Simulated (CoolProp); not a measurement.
A single-stage vapour-compression cycle with R114: evaporating at 309.15 K (dew point), condensing at 361.15 K (bubble point), superheat 2 K, subcooling 0 K, compressor efficiency 0.9, no pressure losses. Each further row changes one setting.

Computed with CoolProp (reference Helmholtz-energy equation of state, Platzer 1990). This equation is an older, rougher fit; its heat capacities, sound speeds and derivatives of the liquid may be far off and weren't checked against measurements.

```tsv
case	cooling COP	pressure ratio	discharge temperature (K)	refrigerating effect (kJ/kg)	volumetric capacity (kJ/m³)
as stated	3.61	3.68	361.2	69.6	1520
evaporating temperature 314.15 K	4.22	3.18	361.2	72.6	1820
condensing temperature 356.15 K	4.23	3.30	356.1	75.3	1640
subcooling 5 K	3.90	3.68	361.2	75.3	1640
superheat 12 K	3.77	3.68	362.1	77.1	1610
compressor efficiency 0.8	3.21	3.68	361.2	69.6	1520
```

The compression ends wet for: as stated; evaporating temperature 314.15 K; condensing temperature 356.15 K; subcooling 5 K; compressor efficiency 0.8.
